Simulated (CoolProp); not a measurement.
Carbonyl sulfide at 293.15 K and 4.7 MPa is throttled through a valve to 1.25 MPa with no heat exchange. Each further row changes one setting.

The numbers come from the reference Helmholtz-energy equation of state, Lemmon 2006 in CoolProp. It is a short technical equation, of lower accuracy than the large ones.

```json
[
 {"case": "as stated", "temperature change (K)": "+0.5", "final phase": "liquid", "final density (kg/m³)": "1000"},
 {"case": "outlet pressure 0.375 MPa", "temperature change (K)": "-37.3", "final phase": "two-phase, vapour fraction 0.171", "final density (kg/m³)": "63.5"},
 {"case": "outlet pressure 1.62 MPa", "temperature change (K)": "+0.4", "final phase": "liquid", "final density (kg/m³)": "1010"}
]
```
